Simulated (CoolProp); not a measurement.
Computed with CoolProp (reference Helmholtz-energy equation of state, Lemmon 2006). It is a short technical equation, of lower accuracy than the large ones.

Question: Give the vapour pressure (bar), liquid density (kg/m³), vapour density (kg/m³), enthalpy of vaporisation (kJ/kg) of saturated nitrous oxide at 211.7, 242.7 K.

Answer: 
```tsv
T (K)	p (bar)	liquid density (kg/m³)	vapour density (kg/m³)	enthalpy of vaporisation (kJ/kg)
211.7	4.04	1150	10.8	342
242.7	13.0	1040	33.6	295
```
